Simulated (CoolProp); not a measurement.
Vapour-liquid equilibrium of R113 (1) + n-heptane (2) at 45.1 kPa; x and y are mole fractions of (1).

The numbers come from the multi-fluid Helmholtz-energy mixture model, Marx 1992 and Span 2003; pair parameters Bell 2016 in CoolProp.

Question: Give the bubble temperature and the first vapour's composition at x = 0.05, 0.5, 0.65. Is there an azeotrope?

Answer: x = 0.05: 339.6 K, y = 0.244; x = 0.5: 310.3 K, y = 0.866; x = 0.65: 305.9 K, y = 0.917. No azeotrope shows between x = 0.05 and 0.95.

The pair parameters rest on a limited set of measurements; away from them the model extrapolates.
